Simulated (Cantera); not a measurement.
A closed system holds: 1 mol NaCl, 0.97 mol HF, 1 mol H₂, equilibrated at 0.00630 Torr.

Cantera equilibrium calculation (NASA polynomials, part measured and part estimated; ideal gas, pure solids and liquids). Candidate condensed phases: Na, NaCl, NaF; 23 gas species. Kinetics and transport are ignored. All values below are at 1975 K.

Base state: HF 0.253, H 0.173, Na 0.171, H₂ 0.135, NaCl 0.0898, HCl 0.0890, Cl 0.0855, NaF 0.00369 (mole fractions); condensed: gas only.

Question: What changes in the equilibrium state with this change: H₂ from 1 to 2.9 mol?

Answer: 
```json
[
 {"species": "H₂", "before": "0.135", "after": "0.301"},
 {"species": "H", "before": "0.173", "after": "0.259"},
 {"species": "HF", "before": "0.253", "after": "0.155"},
 {"species": "NaCl", "before": "0.0898", "after": "0.0368"},
 {"species": "Cl", "before": "0.0855", "after": "0.0487"},
 {"species": "Na", "before": "0.171", "after": "0.123"},
 {"species": "HCl", "before": "0.0890", "after": "0.0756"},
 {"species": "NaF", "before": "0.00369", "after": "0.00110"},
 {"species": "F", "before": "0.000120", "after": "4.96e-5"}
]
```
